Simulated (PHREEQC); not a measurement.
**Hard or scaling water with brine (model solution)**

Solution A (0.091 mmol/kgw Ca(HCO3)2 and 150 mmol/kgw NaF) is mixed with solution B (80 mmol/kgw H2SO4) at 25 °C; shares are by mass of water, 1 kg in all. O2 is buffered at 0.21 atm. No CO2 enters from the air. Solids allowed: Calcite, Anhydrite, Fluorite. Others were left out.

The series has 11 steps of share of solution B, from 0 to 1.

Computed with PHREEQC (ion-association model, phreeqc.dat).

Task: Which solids form, in which order, and at which step of the series does each first stand?

Result: Fluorite from the start (pH 8.02), last present at share of solution B = 0.6.
